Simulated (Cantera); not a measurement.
**Ignition delay**

Mixture: H₂ : O₂ : N₂ = 1 : 0.238 : 0.895 (molar parts), at 33.6 atm, adiabatic and at constant pressure. Ignition delay is the time to a rise of 400 K.

Model: GRI-Mech 3.0 (53 species, 325 reactions), integrated in Cantera. The hydrogen kinetics of GRI-Mech 3.0 are dated; newer H2 mechanisms differ, most at raised pressure. The pressure lies above the range GRI-Mech 3.0 was tuned for (to about 10 atm).

```csv
T0 (K),delay (ms)
1100,0.461
1200,0.0842
1300,0.0172
1400,0.00340
1500,0.000876
1600,0.000432
1700,0.000282
1800,0.000207
```

```json
{
 "apparent activation energy between 1600 and 1800 K": "88 kJ/mol"
}
```
